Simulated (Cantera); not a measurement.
Gas mixture: 3.20 % C₂H₂, 44.6 % CH₃OH, 9.91 % CO, 42.3 % N₂, at 1.01 bar, frozen composition.

Cantera's kinetic-theory transport with the Lennard-Jones parameters of GRI-Mech 3.0, ideal gas; thermal conductivity in the mixture-averaged form. Polar gases are described roughly by these parameters. The composition is frozen, though it would react at the higher temperatures.

D: mixture-averaged diffusion coefficient of that species in the mixture.

| T (K) | ρ (kg/m³) | cp (J/kg/K) | μ (µPa s) | λ (mW/m/K) | Pr | D (cm²/s) H | D (cm²/s) CO₂ | D (cm²/s) C₂H₂ |
|---|---|---|---|---|---|---|---|---|
| 400 | 0.906 | 1339 | 17.0 | (withheld) | 0.742 | 1.78 | 0.224 | 0.239 |
| 650 | 0.558 | 1661 | 25.6 | (withheld) | 0.779 | 4.23 | 0.546 | 0.579 |
| 900 | 0.403 | 1905 | 33.1 | (withheld) | 0.802 | 7.44 | 0.970 | 1.03 |
| 1150 | 0.315 | 2095 | 39.7 | (withheld) | 0.820 | 11.3 | 1.48 | 1.56 |
| 1400 | 0.259 | 2230 | 45.7 | (withheld) | 0.829 | 15.7 | 2.07 | 2.19 |
| 1650 | 0.220 | 2330 | 51.3 | (withheld) | 0.835 | 20.7 | 2.74 | 2.88 |
| 1900 | 0.191 | 2403 | 56.5 | (withheld) | 0.837 | 26.3 | 3.47 | 3.65 |

**Question.** Complete the blanks.

**Answer.** 
- 400, λ (mW/m/K): 30.6
- 650, λ (mW/m/K): 54.6
- 900, λ (mW/m/K): 78.5
- 1150, λ (mW/m/K): 101
- 1400, λ (mW/m/K): 123
- 1650, λ (mW/m/K): 143
- 1900, λ (mW/m/K): 162
